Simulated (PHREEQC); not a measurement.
A column of 1 m (40 cells, dispersivity 0.08 m, 3600 s a shift, diffusion coefficient 3e-10 m²/s) holds 0.02 eq of the database's cation exchanger X per kg of pore water, first in equilibrium with 1.3 mmol/kgw (NH4)2SO4 and 0.01 mmol/kgw HCl. It is flushed with 0.00086 mol LiCl, 0.0096 mol MgCl2 and 1e-05 mol HCl per kg of water, at 15 °C. Values are for the last cell. The system is closed to CO2. Nothing may precipitate in this run.

The series has 33 steps of pore volumes, from 0 to 4.013.

All values are PHREEQC results (ion-association model, phreeqc.dat), not measurements.

Q: After how many pore volumes does Mg at the outlet first reach half of its feed value?

A: By 2.0 pore volumes.

Q: After how many pore volumes does Li at the outlet first reach half of its feed value?

A: By 1.1 pore volumes.

Complexes and solids missing from the database can't appear.
